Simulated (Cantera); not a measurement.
Input (Python, Cantera):

```python
import numpy as np
import cantera as ct

gas = ct.Solution("h2o2.yaml")
gas.TPX = 448, 290000, {'H2': 1, 'O2': 0.333, 'N2': 1.8}
flame = ct.FreeFlame(gas, width=0.019)
flame.set_refine_criteria(ratio=3, slope=0.08, curve=0.16)
flame.transport_model = "mixture-averaged"
flame.solve(loglevel=0, auto=True)
z, T = flame.grid, flame.T
thick = (T[-1] - T[0]) / np.gradient(T, z).max()
show = ['H2', 'O2', 'H2O', 'H2O2', 'OH', 'O']
print(f"laminar burning velocity  {flame.velocity[0] * 100:.3f} cm/s")
print(f"burnt temperature         {T[-1]:.1f} K")
print(f"thermal thickness         {thick * 1e3:.4f} mm")
print(f"grid points               {len(z)}")
z0 = z[flame.heat_release_rate.argmax()]
print(f"{'z/mm':>9s}{'T/K':>9s}{'u/(m/s)':>9s}" + "".join(f"{s:>11s}" for s in show))
rows = []
for k in (-3, -2, -1.5, -1, -0.5, -0.25, 0, 0.25, 0.5, 1, 2, 4, 8):
    zz = z0 + k * thick
    rows.append([k * thick, np.interp(zz, z, T), np.interp(zz, z, flame.velocity),
                 *(np.interp(zz, z, flame.X[gas.species_index(s)]) for s in show)])
    print(f"{rows[-1][0] * 1e3:9.3f}{rows[-1][1]:9.1f}{rows[-1][2]:9.3f}" + "".join(f"{x:11.3e}" for x in rows[-1][3:]))
```

Output:

```
laminar burning velocity  381.044 cm/s
burnt temperature         2067.5 K
thermal thickness         0.1044 mm
grid points               112
     z/mm      T/K  u/(m/s)         H2         O2        H2O       H2O2         OH          O
   -0.313    448.0    3.810  3.192e-01  1.063e-01  2.243e-10  8.218e-13  1.672e-14  1.553e-12
   -0.209    448.0    3.810  3.192e-01  1.063e-01  1.337e-08  6.183e-11  9.094e-13  8.444e-11
   -0.157    448.0    3.810  3.190e-01  1.063e-01  2.331e-07  1.387e-09  1.417e-11  1.269e-09
   -0.104    448.8    3.812  3.180e-01  1.065e-01  8.374e-06  6.995e-08  1.290e-09  3.288e-08
   -0.052    494.6    4.131  3.046e-01  1.076e-01  1.822e-03  2.070e-05  3.127e-05  5.244e-06
   -0.026    764.9    6.203  2.680e-01  1.004e-01  2.544e-02  7.287e-05  7.877e-04  1.658e-04
    0.000   1156.8    9.155  2.077e-01  7.496e-02  8.416e-02  2.063e-05  1.469e-03  1.352e-03
    0.026   1444.0   11.312  1.484e-01  3.836e-02  1.543e-01  3.810e-06  3.079e-03  2.811e-03
    0.052   1600.9   12.483  1.160e-01  1.536e-02  1.972e-01  2.021e-06  4.200e-03  2.581e-03
    0.104   1738.4   13.476  1.019e-01  3.013e-03  2.218e-01  1.069e-06  4.758e-03  1.549e-03
    0.209   1847.0   14.227  1.042e-01  9.084e-04  2.283e-01  5.433e-07  4.334e-03  8.697e-04
    0.417   1934.0   14.812  1.081e-01  3.994e-04  2.321e-01  2.609e-07  3.321e-03  4.060e-04
    0.835   1995.4   15.214  1.111e-01  1.505e-04  2.350e-01  1.180e-07  2.207e-03  1.542e-04
```

Cantera simulation using the H2/O2 subset of GRI-Mech 3.0, which has no nitrogen chemistry; the numbers are that mechanism's predictions, not measurements. The hydrogen kinetics of GRI-Mech 3.0 are dated; newer H2 mechanisms differ, most at raised pressure. Burning velocities carry a grid error of a few per cent, more on coarse grids.
